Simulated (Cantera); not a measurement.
Cantera run, input and output.

```python
import numpy as np
import cantera as ct

surf = ct.Interface("ptcombust.yaml", "Pt_surf")
gas = surf.adjacent["gas"]
gas.TPX = 900, 34000, {'H2': 0.0071, 'O2': 0.019, 'N2': 0.79}
surf.TP = 900, 34000
reactor = ct.FlowReactor(gas, clone=False)
reactor.area = 0.0001  # m2
reactor.surface_area_to_volume_ratio = 250  # 1/m
reactor.mass_flow_rate = 0.16 * reactor.area * gas.density  # inlet velocity 0.16 m/s
reactor.energy_enabled = False
wall = ct.ReactorSurface(surf, reactor, clone=False)
net = ct.ReactorNet([reactor])
net.rtol, net.atol = 1e-8, 1e-16
show, cover = ['H2', 'O2', 'H2O'], ['PT(S)', 'H(S)', 'O(S)', 'OH(S)', 'CO(S)', 'C(S)']

rows = []
print(f"{'z/m':>9s}{'u/(m/s)':>9s}" + "".join(f"{s:>13s}" for s in show + cover))
for z in [3.3e-05, 6.4e-05, 0.00012, 0.00024, 0.00046, 0.00089, 0.0017, 0.0033]:
    net.advance(z)
    rows.append([reactor.speed, *gas[show].X, *surf[cover].coverages])
    print(f"{z:9.4g}{rows[-1][0]:9.3g}" + "".join(f"{x:13.4e}" for x in rows[-1][1:]))
```

Result:

```
      z/m  u/(m/s)           H2           O2          H2O        PT(S)         H(S)         O(S)        OH(S)        CO(S)         C(S)
  3.3e-05     0.16   3.3843e-03   2.0674e-02   5.3389e-03   3.6116e-01   2.3000e-07   6.3726e-01   1.5856e-03  -3.6820e-28  -1.7195e-30
  6.4e-05    0.159   1.9513e-03   1.9971e-02   6.7781e-03   2.8181e-01   1.5179e-07   7.1665e-01   1.5372e-03  -8.0949e-29  -9.8059e-31
  0.00012    0.159   8.6168e-04   1.9437e-02   7.8725e-03   2.4157e-01   1.1894e-07   7.5693e-01   1.5077e-03   3.0897e-27   1.1639e-29
  0.00024    0.159   1.8061e-04   1.9103e-02   8.5565e-03   2.2270e-01   1.0492e-07   7.7581e-01   1.4941e-03  -1.6441e-28  -6.8153e-31
  0.00046    0.159   1.1590e-05   1.9020e-02   8.7263e-03   2.1858e-01   1.0198e-07   7.7993e-01   1.4912e-03   1.5555e-29   6.9754e-32
  0.00089    0.159   5.5975e-08   1.9014e-02   8.7379e-03   2.1831e-01   1.0178e-07   7.8020e-01   1.4911e-03   1.2851e-29   4.9464e-32
   0.0017    0.159   1.2018e-11   1.9014e-02   8.7379e-03   2.1831e-01   1.0178e-07   7.8020e-01   1.4911e-03  -3.6187e-28  -1.4163e-30
   0.0033    0.159   9.5827e-12   1.9014e-02   8.7379e-03   2.1831e-01   1.0178e-07   7.8020e-01   1.4911e-03   1.6628e-29   4.7654e-32
```

Detailed kinetics in Cantera: Deutschmann's 1995 Pt surface mechanism with GRI-Mech 3.0 gas chemistry. Catalytic surfaces can have several steady states; this one follows from the mechanism file's or the stated starting coverage. Mass transfer to the wall is taken as infinitely fast.
